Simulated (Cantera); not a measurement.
Dilute partial oxidation

A perfectly stirred reactor is fed with CH₄ : O₂ : N₂ = 0.0035 : 0.008 : 1 (molar parts), at 750 Torr; it is held at 1450 K, and followed from long to short residence time.

Detailed kinetics in Cantera: GRI-Mech 3.0 (53 species, 325 reactions).

| τ (s) | x CH₄ | x O₂ | x O | x NO₂ | x HCO | x H₂O |
|---|---|---|---|---|---|---|
| 2.0 | 1.21e-6 | 0.00101 | 7.92e-6 | 3.29e-9 | 2.99e-10 | 0.00687 |
| 0.92 | 1.97e-6 | 0.00103 | 1.26e-5 | 3.17e-9 | 6.80e-10 | 0.00684 |
| 0.43 | 3.12e-6 | 0.00107 | 1.96e-5 | 2.98e-9 | 1.51e-9 | 0.00680 |
| 0.20 | 4.90e-6 | 0.00112 | 3.05e-5 | 2.67e-9 | 3.33e-9 | 0.00675 |
| 0.093 | 7.63e-6 | 0.00119 | 4.66e-5 | 2.29e-9 | 7.20e-9 | 0.00667 |
| 0.043 | 1.19e-5 | 0.00130 | 6.98e-5 | 1.86e-9 | 1.53e-8 | 0.00655 |
| 0.020 | 1.89e-5 | 0.00146 | 0.000101 | 1.46e-9 | 3.18e-8 | 0.00641 |
| 0.0093 | 3.10e-5 | 0.00167 | 0.000137 | 1.12e-9 | 6.54e-8 | 0.00623 |
| 0.0044 | 5.39e-5 | 0.00195 | 0.000169 | 8.60e-10 | 1.32e-7 | 0.00601 |
| 0.0020 | 0.000111 | 0.00241 | 0.000174 | 6.54e-10 | 2.77e-7 | 0.00570 |
| 0.00094 | 0.00346 | 0.00791 | 2.66e-9 | <1e-12 | <1e-12 | 4.94e-7 |
x: mole fraction; the columns are a selection and need not sum to one.
